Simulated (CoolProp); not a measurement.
Computed with CoolProp (reference Helmholtz-energy equation of state, de Reuck 1993).

**Question.** For methanol, give the phase and the density (kg/m³), Joule-Thomson coefficient (K/MPa), expansivity (1/kK), Prandtl number at 207.2 K and 0.269 MPa; 309.9 K and 3.88 MPa.

**Answer.** 
- 207.2 K and 0.269 MPa: liquid; density 873, Joule-Thomson coefficient -0.395, expansivity 1.13, Prandtl number 36.3
- 309.9 K and 3.88 MPa: liquid; density 779, Joule-Thomson coefficient -0.311, expansivity 1.19, Prandtl number 6.16

Viscosity comes from a separate model (Xiang 2006). Thermal conductivity comes from a separate model (Sykioti 2013).
